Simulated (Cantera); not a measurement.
Feed: 1 mol C2H6, 0.018 mol NH3, 16 mol N2, held at 5.18 Torr.

Cantera equilibrium calculation (NASA polynomials, part measured and part estimated; ideal gas, pure solids and liquids). Candidate condensed phases: C, C6H6, C7H8, C8H18; 92 gas species. Equilibrium is a limit: real reactors are often held back by kinetics, nucleation or transport. All values below are at 2077 °C.

Base state: N2 0.811, H2 0.120, H 0.0520, HCN 0.0148, HNC 0.00144, C2H2 (acetylene) 0.000662, CN 0.000296, C2N2 2.42e-5 (mole fractions); condensed: C(graphite).

### Question
What changes in the equilibrium state with this change: NH3 from 0.018 to 1.6 mol?

### Answer
```tsv
species	before	after
N2	0.811	0.722
H2	0.120	0.192
H	0.0520	0.0657
HCN	0.0148	0.0177
C2H2 (acetylene)	0.000662	0.00106
C2H	1.47e-5	1.85e-5
HNC	0.00144	0.00172
C(graphite), mol	1.65	1.50
```
